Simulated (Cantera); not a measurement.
A closed system holds: 1 mol AlBr₃, 24 mol N₂O, 180 mol H₂, equilibrated at 10.0 Torr.

These are equilibrium values from Cantera (NASA tables, ideal gas, pure condensed phases), not measurements of a reactor. Candidate condensed phases: Al, AlBr₃, AlN, Al₂O₃, Br₂, H₂O; 41 gas species. The numbers say what is thermodynamically allowed, not how fast it happens.

log p: log10 of the partial pressure in bar; n: condensed amount in mol.

```csv
T (°C),log p H₂,log p N₂,log p H₂O,log p HBr,log p H,log p Br,n Al₂O₃(s)
827,-1.99,-2.81,-2.84,-3.71,-8.58,-7.41,0.500
927,-1.99,-2.81,-2.84,-3.71,-7.70,-6.80,0.500
1027,-1.99,-2.81,-2.84,-3.71,(withheld),(withheld),0.500
1127,-1.99,-2.81,-2.84,-3.71,(withheld),(withheld),0.500
1227,-1.99,-2.81,-2.84,-3.72,-5.75,-5.47,0.500
1327,-1.99,-2.81,-2.84,-3.73,-5.26,-5.15,0.500
1427,-2.00,-2.81,-2.84,-3.74,-4.83,-4.87,0.500
```

Task: Complete the blanks.

Result: 
- 1027, log p H: -6.95
- 1027, log p Br: -6.29
- 1127, log p H: -6.31
- 1127, log p Br: -5.85
